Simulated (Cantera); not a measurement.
Charge: 1 mol TEOS, 0.22 mol O3, equilibrated at 21.0 Pa.

Cantera equilibrium calculation (NASA polynomials, part measured and part estimated; ideal gas, pure solids and liquids). Candidate condensed phases: C, C6H6, C7H8, C8H18, H2O, Si, SiC, SiO2; 123 gas species. The feed counts by its element totals alone. The numbers say what is thermodynamically allowed, not how fast it happens.

Problem. At 1127 °C, list the 4 most abundant gas species with their mole fractions, and the condensed phases.

Solution. H2 0.682, CO 0.317, SiO 0.000397, H 0.000277. Condensed: C(graphite) + SiC(s).
